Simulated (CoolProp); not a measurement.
A single-stage vapour-compression cycle with dimethyl ether: evaporating at 323.15 K (dew point), condensing at 376.15 K (bubble point), superheat 5 K, subcooling 0 K, compressor efficiency 0.9, no pressure losses. Each further row changes one setting.

The numbers come from the reference Helmholtz-energy equation of state, Wu 2011 in CoolProp.

```json
[
 {"case": "as stated", "cooling COP": "[?]", "pressure ratio": "3.04", "discharge temperature (K)": "392.0", "refrigerating effect (kJ/kg)": "214", "volumetric capacity (kJ/m³)": "4990"},
 {"case": "evaporating temperature 328.15 K", "cooling COP": "4.09", "pressure ratio": "[?]", "discharge temperature (K)": "391.0", "refrigerating effect (kJ/kg)": "[?]", "volumetric capacity (kJ/m³)": "5750"},
 {"case": "condensing temperature 371.15 K", "cooling COP": "[?]", "pressure ratio": "[?]", "discharge temperature (K)": "[?]", "refrigerating effect (kJ/kg)": "231", "volumetric capacity (kJ/m³)": "5390"},
 {"case": "subcooling 5 K", "cooling COP": "3.85", "pressure ratio": "3.04", "discharge temperature (K)": "392.0", "refrigerating effect (kJ/kg)": "232", "volumetric capacity (kJ/m³)": "[?]"},
 {"case": "superheat 15 K", "cooling COP": "3.64", "pressure ratio": "3.04", "discharge temperature (K)": "400.9", "refrigerating effect (kJ/kg)": "[?]", "volumetric capacity (kJ/m³)": "5150"},
 {"case": "compressor efficiency 0.8", "cooling COP": "3.16", "pressure ratio": "3.04", "discharge temperature (K)": "394.8", "refrigerating effect (kJ/kg)": "214", "volumetric capacity (kJ/m³)": "4990"}
]
```

Q: Complete the blanks.

A: 
- as stated, cooling COP: 3.55
- evaporating temperature 328.15 K, pressure ratio: 2.70
- evaporating temperature 328.15 K, refrigerating effect (kJ/kg): 218
- condensing temperature 371.15 K, cooling COP: 4.17
- condensing temperature 371.15 K, pressure ratio: 2.77
- condensing temperature 371.15 K, discharge temperature (K): 386.0
- subcooling 5 K, volumetric capacity (kJ/m³): 5410
- superheat 15 K, refrigerating effect (kJ/kg): 233
